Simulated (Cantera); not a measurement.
## Thermodynamics of silicon carbide growth, feed CH₃SiCl₃ + C₃H₈ + H₂

Input: 1 mol CH₃SiCl₃, 0.07 mol C₃H₈, 1500 mol H₂, at 0.100 bar.

Equilibrium computed with Cantera from the NASA thermochemical tables; the gas is ideal and each condensed phase is pure. Candidate condensed phases: C, C₆H₆, C₇H₈, C₈H₁₈, Si, SiC; 109 gas species. The feed counts by its element totals alone. Gases not in the tables: Si₂H₆ and higher silanes. Equilibrium is a limit: real reactors are often held back by kinetics, nucleation or transport.

```csv
T (K),x H₂,x H,x HCl,x Si,n SiC(s)
2025,0.992,0.00606,0.00198,9.22e-5,0.789
2075,0.989,0.00838,0.00197,0.000185,0.596
2125,0.986,0.0114,0.00196,0.000349,0.260
2175,0.982,0.0153,0.00195,0.000491,0
2225,0.977,0.0202,0.00194,0.000517,0
2275,0.971,0.0264,0.00193,0.000537,0
2325,0.963,0.0341,0.00191,0.000551,0
2375,0.953,0.0435,0.00189,0.000560,0
2425,0.942,0.0549,0.00186,0.000567,0
2475,0.928,0.0686,0.00183,0.000572,0
2525,0.912,0.0847,0.00179,0.000574,0
```
x: gas mole fraction; n: condensed amount in mol.

From 2025 K to 2125 K the condensed part is SiC(s). From 2175 K to 2525 K nothing is condensed. The main Si-bearing gas is Si throughout.
